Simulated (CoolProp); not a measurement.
R22 at 293.15 K and 6.02 MPa flows at 3.5 m/s in a round tube of 10 mm bore and 45 µm roughness, fully developed (64/Re and Nu = 3.66 if laminar; Colebrook and Gnielinski if turbulent). Each further row changes one setting.

Values from CoolProp's reference Helmholtz-energy equation of state, Kamei 1995.

```tsv
case	Reynolds number	Darcy friction factor	pressure drop (Pa/m)	heat-transfer coefficient (W/(m² K))	mass flow (kg/h)
as stated	293000	___	22500	13300	___
velocity 7 m/s	586000	0.0296	___	26600	2450
diameter 20 mm	586000	0.0245	___	___	4890
```

Complete the blanks.


- as stated, Darcy friction factor: 0.0298
- as stated, mass flow (kg/h): 1220
- velocity 7 m/s, pressure drop (Pa/m): 89600
- diameter 20 mm, pressure drop (Pa/m): 9260
- diameter 20 mm, heat-transfer coefficient (W/(m² K)): 11300

Viscosity comes from a separate model (Bell 2016), an estimate that may be off by 10 % or more. Thermal conductivity comes from a separate model (McLinden 2000), an estimate that may be off by 10 % or more.
